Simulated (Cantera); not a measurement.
**Premixed flame**

A freely propagating, adiabatic, planar premixed flame of H2 : O2 : N2 = 0.76 : 0.694 : 2.61 (molar parts), unburnt at 450 K and 13300 Pa; mixture-averaged transport, grid criteria slope 0.08 and curve 0.16, no radiation.

Model: the H2/O2 subset of GRI-Mech 3.0, which has no nitrogen chemistry, integrated in Cantera. Burning velocities carry a grid error of a few per cent, more on coarse grids. Lean hydrogen flames are cellular in practice and burn faster than this planar one.

| z (mm) | T (K) | u (m/s) | x H2 | x O2 | x O | x OH | x H2O | x H2O2 |
|---|---|---|---|---|---|---|---|---|
| -15.9 | 450 | 2.08 | 0.187 | 0.171 | <1e-8 | <1e-8 | <1e-8 | <1e-8 |
| -10.6 | 450 | 2.08 | 0.187 | 0.171 | <1e-8 | <1e-8 | <1e-8 | <1e-8 |
| -7.96 | 450 | 2.08 | 0.187 | 0.171 | <1e-8 | <1e-8 | <1e-8 | <1e-8 |
| -5.31 | 450 | 2.08 | 0.187 | 0.171 | <1e-8 | <1e-8 | 3.36e-7 | <1e-8 |
| -2.65 | 468 | 2.15 | 0.180 | 0.172 | 5.21e-6 | 4.60e-5 | 0.00101 | 6.15e-6 |
| -1.33 | 659 | 2.95 | 0.148 | 0.168 | 0.000145 | 0.000428 | 0.0185 | 6.76e-6 |
| 0 | 997 | 4.36 | 0.0752 | 0.140 | 0.00382 | 0.00163 | 0.0826 | 9.42e-7 |
| 1.33 | 1245 | 5.40 | 0.0223 | 0.101 | 0.0107 | 0.00477 | 0.150 | 1.27e-6 |
| 2.65 | 1369 | 5.91 | 0.0126 | 0.0901 | 0.0123 | 0.00643 | 0.167 | 9.90e-7 |
| 5.31 | 1496 | 6.41 | 0.0104 | 0.0868 | 0.0109 | 0.00791 | 0.176 | 5.82e-7 |
| 10.6 | 1613 | 6.87 | 0.00815 | 0.0852 | 0.00821 | 0.00861 | 0.184 | 3.04e-7 |
| 21.2 | 1712 | 7.24 | 0.00536 | 0.0844 | 0.00524 | 0.00816 | 0.191 | 1.61e-7 |
| 42.4 | 1780 | 7.49 | 0.00289 | 0.0843 | 0.00277 | 0.00663 | 0.197 | 9.09e-8 |
x: mole fraction of selected species; z is measured from the peak of heat release.

The laminar burning velocity comes out as 208 cm/s, the thermal thickness comes out as 5.31 mm and the peak x(O) is 0.0123. The peak x(OH) is 0.00863. The peak x(H2O2) is 1.02e-5 and the grid points is 117.
